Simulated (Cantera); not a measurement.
Feed: 1 mol SiCl₄, 17 mol NO, at 1398.15 K and 75.0 Torr.

Method: chemical equilibrium by Gibbs-energy minimisation in Cantera with the NASA 1993 tables (ideal gas, pure condensed phases). Candidate condensed phases: Si, SiO₂, Si₂N₂O, Si₃N₄; 23 gas species. The tables hold silica as quartz up to 1696 K and as liquid above; real silica turns to tridymite and cristobalite and melts near 1996 K. Equilibrium is a limit: real reactors are often held back by kinetics, nucleation or transport.

Base state: N₂ 0.465, O₂ 0.410, Cl₂ 0.0958, Cl 0.0274, NO 0.000770, ClO 0.000157 (mole fractions); condensed: SiO₂(β-quartz).

Question: What changes in the equilibrium state with this change: temperature from 1398.15 K to 725 K?

Answer: 
```json
[
 {"species": "N₂", "before": "0.465", "after": "0.472"},
 {"species": "O₂", "before": "0.410", "after": "0.417"},
 {"species": "Cl₂", "before": "0.0958", "after": "0.111"},
 {"species": "Cl", "before": "0.0274", "after": "1.45e-6"},
 {"species": "ClO", "before": "0.000157", "after": "5.04e-8"},
 {"species": "NO", "before": "0.000770", "after": "5.28e-7"},
 {"species": "SiO₂(β-quartz), mol", "before": "1.00", "after": "0"},
 {"species": "SiO₂(α-quartz), mol", "before": "0", "after": "1.00"}
]
```
